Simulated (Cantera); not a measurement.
# Equilibrium for carbon deposition, reforming and gasification: CH₄ + H₂ + N₂

A closed system holds: 1 mol CH₄, 1.3 mol H₂, 0.23 mol N₂, at 7.00 mbar.

These are equilibrium values from Cantera (NASA tables, ideal gas, pure condensed phases), not measurements of a reactor. Candidate condensed phases: C, C₆H₆, C₇H₈, C₈H₁₈; 92 gas species. Equilibrium is a limit: real reactors are often held back by kinetics, nucleation or transport.

From 923 K to 2873 K the condensed part is C(graphite). The main C-bearing gas is CH₄ at 923 K and C₃ at 2873 K.

```tsv
T (K)	x H₂	x H	x N₂	x HCN	x C₂H₂ (acetylene)	x C₃	x C₂H	x CN	n C(graphite)
923	0.933	2.82e-9	0.0652	3.36e-7	1.11e-10	<1e-12	<1e-12	<1e-12	0.995
1073	0.935	1.62e-7	0.0652	3.81e-6	6.71e-9	<1e-12	<1e-12	<1e-12	0.999
1223	0.935	3.47e-6	0.0651	2.36e-5	1.46e-7	<1e-12	<1e-12	<1e-12	1.000
1373	0.935	3.85e-5	0.0651	9.79e-5	1.62e-6	<1e-12	<1e-12	1.08e-11	1.000
1523	0.934	0.000267	0.0650	0.000306	1.10e-5	<1e-12	6.84e-12	4.71e-10	0.999
1673	0.933	0.00131	0.0647	0.000775	5.32e-5	<1e-12	3.67e-10	1.03e-8	0.997
1823	0.929	0.00499	0.0641	0.00167	0.000196	3.28e-11	1.02e-8	1.35e-7	0.992
1973	0.918	0.0154	0.0630	0.00318	0.000588	2.02e-9	1.69e-7	1.18e-6	0.984
2123	0.891	0.0405	0.0609	0.00542	0.00148	6.85e-8	1.86e-6	7.55e-6	0.968
2273	0.838	0.0919	0.0576	0.00833	0.00316	1.44e-6	1.46e-5	3.71e-5	0.943
2423	0.745	0.183	0.0527	0.0115	0.00577	2.06e-5	8.59e-5	0.000146	0.904
2573	0.607	0.320	0.0464	0.0142	0.00886	0.000214	0.000389	0.000478	0.849
2723	0.437	0.489	0.0394	0.0155	0.0112	0.00170	0.00139	0.00134	0.762
2873	0.268	0.650	0.0325	0.0148	0.0113	0.0108	0.00390	0.00328	0.520
```
x: gas mole fraction; n: condensed amount in mol.
